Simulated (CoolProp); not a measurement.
Properties of octamethyltrisiloxane (MDM) at several states (Tc = 292.2 °C, pc = 14.38 bar, ω = 0.528).

The numbers come from the reference Helmholtz-energy equation of state, Thol 2017 in CoolProp.

```tsv
T (°C)	p (bar)	phase	Joule-Thomson coefficient (K/MPa)	isothermal compressibility (1/MPa)	expansivity (1/kK)	fugacity coefficient
-12.35	0.743	liquid	-0.4813	0.001306	1.150	0.0003735
24.45	0.77	liquid	-0.4365	0.001761	1.228	0.006303
7.45	24.4	liquid	-0.4632	0.001470	1.160	7.951e-5
```
